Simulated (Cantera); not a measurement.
**Low-pressure radical oxidation in H2/O2**

An isothermal, constant-pressure homogeneous reactor starts with H₂ : O₂ = 0.093 : 1 (molar parts), equivalence ratio 0.046, at 998 K and 18.0 Torr.

Computed with Cantera and the H2/O2 subset of GRI-Mech 3.0, which has no nitrogen chemistry. Radical loss at walls, strong at low pressure, is not modelled. The temperature is held fixed by assumption; the heat of reaction is taken as removed at once.

```json
[
 {"t (s)": "1.00e-6", "x H₂": "0.0851", "x O₂": "0.915", "x HO₂": "1.29e-12", "x H₂O": "<1e-12", "x H₂O₂": "<1e-12", "x OH": "<1e-12"},
 {"t (s)": "1.15e-5", "x H₂": "0.0851", "x O₂": "0.915", "x HO₂": "1.48e-11", "x H₂O": "<1e-12", "x H₂O₂": "<1e-12", "x OH": "<1e-12"},
 {"t (s)": "0.000132", "x H₂": "0.0851", "x O₂": "0.915", "x HO₂": "1.73e-10", "x H₂O": "9.05e-11", "x H₂O₂": "<1e-12", "x OH": "5.61e-11"},
 {"t (s)": "0.00151", "x H₂": "0.0851", "x O₂": "0.915", "x HO₂": "1.61e-7", "x H₂O": "7.24e-6", "x H₂O₂": "3.78e-11", "x OH": "1.60e-6"},
 {"t (s)": "0.0173", "x H₂": "0.000234", "x O₂": "0.909", "x HO₂": "8.54e-6", "x H₂O": "0.0881", "x H₂O₂": "3.08e-7", "x OH": "0.000533"},
 {"t (s)": "0.199", "x H₂": "1.57e-6", "x O₂": "0.911", "x HO₂": "3.39e-7", "x H₂O": "0.0888", "x H₂O₂": "6.78e-8", "x OH": "4.62e-5"},
 {"t (s)": "2.28", "x H₂": "2.69e-8", "x O₂": "0.911", "x HO₂": "1.39e-8", "x H₂O": "0.0889", "x H₂O₂": "7.85e-9", "x OH": "8.29e-6"},
 {"t (s)": "26.2", "x H₂": "1.48e-9", "x O₂": "0.911", "x HO₂": "1.13e-9", "x H₂O": "0.0889", "x H₂O₂": "8.26e-10", "x OH": "2.09e-6"},
 {"t (s)": "300", "x H₂": "1.20e-10", "x O₂": "0.911", "x HO₂": "7.05e-10", "x H₂O": "0.0889", "x H₂O₂": "8.38e-11", "x OH": "6.05e-7"}
]
```
x: mole fraction; the columns are a selection and need not sum to one.

Equilibrium at this temperature and pressure: H₂ 4.98e-11, O₂ 0.911, HO₂ 1.01e-9, H₂O 0.0889, H₂O₂ 3.61e-11, OH 3.83e-7 (gas phase only).
